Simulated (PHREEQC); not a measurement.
**Copper plating or etch bath: an equilibrium model**

A solution holds 0.0039 mol Cu(BF4)2, 0.00037 mol H2SO4 and 0.053 mol NaCl per kg of water, at 58 °C. Closed to the air; pH follows from the charge balance.

Computed with PHREEQC (ion-association model, phreeqc.dat).

No solid was allowed to form.

Q: Estimate the pH, density.

A: pH 2.92; density 0.987 g/cm³.

Q: In which forms is Cu present?

A: Cu+2 77 %, CuCl+ 20 %, CuF+ 1.8 %, CuSO4 0.9 % of the Cu.

Complexes and solids missing from the database can't appear. At this temperature some constants are extrapolated from 25 °C, and those without enthalpy data are left unchanged. Real BF4- forms and hydrolyses slowly; the run takes it at equilibrium.
